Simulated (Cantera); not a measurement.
# Abatement and gas-phase synthesis: PH3 + H2

Input: 1 mol PH3, 0.066 mol H2, held at 31.0 mbar.

Equilibrium computed with Cantera from the NASA thermochemical tables; the gas is ideal and each condensed phase is pure. Candidate condensed phases: P; 7 gas species. Equilibrium is a limit: real reactors are often held back by kinetics, nucleation or transport.

From 1502 °C to 2702 °C nothing is condensed. The main P-bearing gas is P2 throughout.

| T (°C) | x H2 | x H | x P2 | x P |
|---|---|---|---|---|
| 1502 | 0.757 | 0.00143 | 0.241 | 0.000173 |
| 1652 | 0.754 | 0.00471 | 0.241 | 0.000643 |
| 1802 | 0.746 | 0.0131 | 0.239 | 0.00197 |
| 1952 | 0.728 | 0.0314 | 0.235 | 0.00517 |
| 2102 | 0.694 | 0.0667 | 0.226 | 0.0119 |
| 2252 | 0.636 | 0.127 | 0.211 | 0.0244 |
| 2402 | 0.549 | 0.217 | 0.187 | 0.0449 |
| 2552 | 0.435 | 0.334 | 0.154 | 0.0743 |
| 2702 | 0.309 | 0.461 | 0.116 | 0.111 |
x: gas mole fraction; nothing condenses.
